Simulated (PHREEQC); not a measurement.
Model water analysis in mg/kgw, 45 °C, pH 6.73, pe 8.5:

| constituent | mg/kgw |
|---|---|
| Na | 3.61 |
| K | 0.244 |
| Ca | 2.19 |
| Mg | 1.31 |
| Cl | 5.67 |
| S(6) as SO4 | 1.12 |
| Alkalinity as HCO3 | 12.8 |
| Cd | 0.0135 |
| Si as SiO2 | 0.00684 |
| Cu(2) | 0.00818 |
| N(5) as NO3 | 0.0662 |
| F | 0.0313 |

Valence states are taken as typed.

Equilibrium calculation in PHREEQC: ion-association model, phreeqc.dat.

Precipitation was switched off in this run.

Question: What charge-balance error does the model give?

Answer: charge-balance error -1.9 %.

Question: In which forms is Cu present?

Answer: Cu+2 49 %, Cu(OH)2 27 %, CuCO3 17 %, CuHCO3+ 4.7 %, CuOH+ 2.4 % of the Cu.

Complexes and solids missing from the database can't appear. Away from 25 °C the constants follow the database's enthalpies or fits; those with neither stay at their 25 °C values. SiF6-2 is the database's only silicon fluoride. The database's constant for dissolved Cu(OH)2 is higher than later reviews accept.
